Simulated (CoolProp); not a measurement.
Model: reference Helmholtz-energy equation of state, Smukala 2000, in CoolProp.

### Question
Give the vapour pressure (kPa), enthalpy of vaporisation (kJ/kg), vapour Z, surface tension (mN/m) of saturated ethylene at 214.9 K.

### Answer
```json
[
 {"T (K)": "214.9", "p (kPa)": "803", "enthalpy of vaporisation (kJ/kg)": "402", "vapour Z": "0.859", "surface tension (mN/m)": "8.93"}
]
```

Surface tension comes from a separate correlation (Mulero 2012).
